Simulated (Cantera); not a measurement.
## Equilibrium for silicon nitride deposition: SiHCl₃ + N₂

Input: 1 mol SiHCl₃, 22 mol N₂, at 1450 K and 0.000900 bar.

These are equilibrium values from Cantera (NASA tables, ideal gas, pure condensed phases), not measurements of a reactor. Candidate condensed phases: NH₄Cl, Si, Si₃N₄; 28 gas species. The tables' values for SiCl₃ are old estimates; treat these amounts as uncertain. Kinetics and transport are ignored.

| Item | Result |
|---|---|
| x(N₂) | 0.919 |
| x(SiCl₂) | 0.0379 |
| x(HCl) | 0.0369 |
| x(SiCl₃) | 0.00297 |
| x(H₂) | 0.00242 |
| x(SiCl₄) | 0.000848 |
| x(Cl) | 0.000193 |
| x(H) | 1.55e-5 |
| x(SiHCl₃) | 4.79e-6 |
| gas amount | 23.95 mol |
| log10 activity of Si(s) (absent) | -1.66 |
